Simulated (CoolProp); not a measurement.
A simple Rankine cycle with R227EA: condensing at 302.15 K, boiler at 1.57 MPa, turbine inlet 350.4 K, turbine efficiency 0.85, pump efficiency 0.6, no recuperator. Each further row changes one setting.

Computed with CoolProp (reference Helmholtz-energy equation of state, Lemmon 2016).

```json
[
 {"case": "as stated", "thermal efficiency (%)": "8.1", "net work (kJ/kg)": "11.1", "heat in (kJ/kg)": "137", "turbine exit temperature (K)": "(withheld)", "volume ratio over the turbine": "(withheld)"},
 {"case": "turbine inlet 370.4 K", "thermal efficiency (%)": "8.0", "net work (kJ/kg)": "12.7", "heat in (kJ/kg)": "159", "turbine exit temperature (K)": "343.3", "volume ratio over the turbine": "3.35"},
 {"case": "condensing temperature 294.15 K", "thermal efficiency (%)": "9.5", "net work (kJ/kg)": "(withheld)", "heat in (kJ/kg)": "(withheld)", "turbine exit temperature (K)": "315.4", "volume ratio over the turbine": "(withheld)"},
 {"case": "boiler pressure 1.1 MPa", "thermal efficiency (%)": "5.9", "net work (kJ/kg)": "(withheld)", "heat in (kJ/kg)": "145", "turbine exit temperature (K)": "(withheld)", "volume ratio over the turbine": "2.27"},
 {"case": "turbine efficiency 0.75", "thermal efficiency (%)": "7.0", "net work (kJ/kg)": "9.64", "heat in (kJ/kg)": "137", "turbine exit temperature (K)": "322.0", "volume ratio over the turbine": "3.60"}
]
```

Question: Fill in the missing entries.

Answer: 
- as stated, turbine exit temperature (K): 320.4
- as stated, volume ratio over the turbine: 3.58
- condensing temperature 294.15 K, net work (kJ/kg): 13.9
- condensing temperature 294.15 K, heat in (kJ/kg): 146
- condensing temperature 294.15 K, volume ratio over the turbine: 4.61
- boiler pressure 1.1 MPa, net work (kJ/kg): 8.54
- boiler pressure 1.1 MPa, turbine exit temperature (K): 332.6
